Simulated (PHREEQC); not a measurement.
HF is added in steps, without added water, to 1 kg of water holding 66 mmol/kgw Na2SO4, at 25 °C. Oxygen is held at 0.21 atm. The system is closed to CO2. Only these solids could form: Mirabilite.

Base run: PHREEQC, ion-association model, wateq4f.dat. Each further column changes one thing. The table gives HF (mol/kgw).

```json
[
 {"HF added (mol)": "0", "base": "0", "all activity coefficients set to 1": "0", "database phreeqc.dat": "0", "Debye-Hückel limiting law": "0", "metal-ligand complexes left out": "0"},
 {"HF added (mol)": "0.0006", "base": "7.79e-5", "all activity coefficients set to 1": "7.56e-5", "database phreeqc.dat": "7.87e-5", "Debye-Hückel limiting law": "8.04e-5", "metal-ligand complexes left out": "7.35e-5"},
 {"HF added (mol)": "0.0012", "base": "0.000255", "all activity coefficients set to 1": "0.000249", "database phreeqc.dat": "0.000257", "Debye-Hückel limiting law": "0.000262", "metal-ligand complexes left out": "0.000243"},
 {"HF added (mol)": "0.0021", "base": "0.000622", "all activity coefficients set to 1": "0.000611", "database phreeqc.dat": "0.000628", "Debye-Hückel limiting law": "0.000635", "metal-ligand complexes left out": "0.000597"},
 {"HF added (mol)": "0.0027", "base": "0.000910", "all activity coefficients set to 1": "0.000896", "database phreeqc.dat": "0.000918", "Debye-Hückel limiting law": "0.000927", "metal-ligand complexes left out": "0.000877"},
 {"HF added (mol)": "0.0033", "base": "0.00122", "all activity coefficients set to 1": "0.00120", "database phreeqc.dat": "0.00123", "Debye-Hückel limiting law": "0.00124", "metal-ligand complexes left out": "0.00118"},
 {"HF added (mol)": "0.0039", "base": "0.00155", "all activity coefficients set to 1": "0.00153", "database phreeqc.dat": "0.00157", "Debye-Hückel limiting law": "0.00157", "metal-ligand complexes left out": "0.00150"},
 {"HF added (mol)": "0.0045", "base": "0.00190", "all activity coefficients set to 1": "0.00187", "database phreeqc.dat": "0.00192", "Debye-Hückel limiting law": "0.00192", "metal-ligand complexes left out": "0.00184"},
 {"HF added (mol)": "0.0051", "base": "0.00225", "all activity coefficients set to 1": "0.00223", "database phreeqc.dat": "0.00228", "Debye-Hückel limiting law": "0.00228", "metal-ligand complexes left out": "0.00219"},
 {"HF added (mol)": "0.006", "base": "0.00280", "all activity coefficients set to 1": "0.00278", "database phreeqc.dat": "0.00284", "Debye-Hückel limiting law": "0.00284", "metal-ligand complexes left out": "0.00273"},
 {"HF added (mol)": "0.0066", "base": "0.00318", "all activity coefficients set to 1": "0.00316", "database phreeqc.dat": "0.00323", "Debye-Hückel limiting law": "0.00322", "metal-ligand complexes left out": "0.00310"},
 {"HF added (mol)": "0.0072", "base": "0.00356", "all activity coefficients set to 1": "0.00354", "database phreeqc.dat": "0.00363", "Debye-Hückel limiting law": "0.00360", "metal-ligand complexes left out": "0.00348"}
]
```

 phreeqc.dat and wateq4f.dat share most of their constants, so their agreement is no independent check.
